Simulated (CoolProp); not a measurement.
Model: reference Helmholtz-energy equation of state, Span 1996, in CoolProp.

Question: Give the vapour pressure (MPa), vapour density (kg/m³), enthalpy of vaporisation (kJ/kg) of saturated carbon dioxide at -35.75, -1.05, 3.85 °C.

Answer: 
```
T (°C)  p (MPa)  vapour density (kg/m³)  enthalpy of vaporisation (kJ/kg)
------  -------  ----------------------  --------------------------------
-35.75     1.17                    30.4                               315
-1.05      3.39                    94.4                               234
3.85       3.85                     110                               219
```
